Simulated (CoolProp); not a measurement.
The numbers come from the reference Helmholtz-energy equation of state, Lemmon 2000 in CoolProp. It is a pseudo-pure fit of the blend.

Q: For dry air, give the phase and the speed of sound (m/s), Joule-Thomson coefficient (K/MPa), viscosity (µPa s), Prandtl number at 133.7 K and 0.101 MPa; 291.2 K and 0.101 MPa; 330.6 K and 0.101 MPa.

A: 
- 133.7 K and 0.101 MPa: gas; speed of sound 231, Joule-Thomson coefficient 9.94, viscosity 9.35, Prandtl number 0.750
- 291.2 K and 0.101 MPa: gas; speed of sound 342, Joule-Thomson coefficient 2.39, viscosity 18.1, Prandtl number 0.708
- 330.6 K and 0.101 MPa: gas; speed of sound 365, Joule-Thomson coefficient 1.82, viscosity 20.0, Prandtl number 0.704

Viscosity comes from a separate model (Lemmon 2004). Thermal conductivity comes from a separate model (Lemmon 2004).
